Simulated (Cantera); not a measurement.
A closed system holds: 1 mol Si₂Cl₆, 93 mol H₂, held at 7.40 mbar.

Method: chemical equilibrium by Gibbs-energy minimisation in Cantera with the NASA 1993 tables (ideal gas, pure condensed phases). Candidate condensed phases: Si; 19 gas species. The feed counts by its element totals alone. The tables' values for SiCl₃, SiCl are old estimates; treat these amounts as uncertain. Gases not in the tables: Si₂H₆ and higher silanes. The numbers say what is thermodynamically allowed, not how fast it happens.

x: gas mole fraction; n: condensed amount in mol.

```
T (°C)   x H₂    x HCl   x SiCl₄   x SiCl₂  x SiHCl₃       x H   x SiCl₃  n Si(s)  n Si(l)
------  -----  -------  --------  --------  --------  --------  --------  -------  -------
552     0.980  0.00395    0.0120   1.76e-5   0.00369  9.13e-11   4.90e-5    0.499        0
627     0.976  0.00910    0.0109  0.000115   0.00331   1.34e-9  0.000162    0.623        0
702     0.970   0.0178   0.00872  0.000525   0.00272   1.31e-8  0.000402    0.818        0
777     0.961        …         …         …         …         …  0.000719        …        0
852     0.952   0.0404   0.00238   0.00364  0.000972   5.04e-7  0.000838     1.25        0
927     0.947   0.0463  0.000638   0.00535  0.000355   2.23e-6  0.000624     1.33        0
1002    0.945   0.0479  0.000141   0.00629  0.000112   8.33e-6  0.000369     1.34        0
1077    0.945   0.0479   3.29e-5   0.00684   3.71e-5   2.69e-5  0.000212     1.32        0
1152    0.945   0.0476         …   0.00723         …         …  0.000126     1.29        0
1227    0.945   0.0471   2.59e-6   0.00755   5.37e-6  0.000199   7.84e-5     1.27        0
1302    0.945   0.0467   8.64e-7   0.00781   2.34e-6  0.000470   5.08e-5     1.24        0
1377    0.945   0.0462   3.19e-7   0.00804   1.09e-6   0.00103   3.42e-5     1.22        0
1452    0.943   0.0464   1.26e-7   0.00788   5.32e-7   0.00210   2.31e-5        0     1.22
```

Task: Fill in the missing entries.

Result: 
- 777, x HCl: 0.0294
- 777, x SiCl₄: 0.00557
- 777, x SiCl₂: 0.00168
- 777, x SiHCl₃: 0.00189
- 777, x H: 9.24e-8
- 777, n Si(s): 1.05
- 1152, x SiCl₄: 8.66e-6
- 1152, x SiHCl₃: 1.35e-5
- 1152, x H: 7.71e-5
